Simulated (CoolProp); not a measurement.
Computed with CoolProp (reference Helmholtz-energy equation of state, Lemmon 2003). It is a pseudo-pure fit of the blend.

Question: For R404A, give the phase and the Z, cp (kJ/(kg K)), Prandtl number at 418.1 K and 34 bar; 230.8 K and 24.7 bar; 297.4 K and 1.55 bar.

Answer: 
- 418.1 K and 34 bar: gas; Z 0.825, cp 1.23, Prandtl number 0.895
- 230.8 K and 24.7 bar: liquid; Z 0.0965, cp 1.25, Prandtl number 4.35
- 297.4 K and 1.55 bar: gas; Z 0.974, cp 0.884, Prandtl number 0.800

Viscosity comes from a separate model (Geller 2000). Thermal conductivity comes from a separate model (Geller 2001).
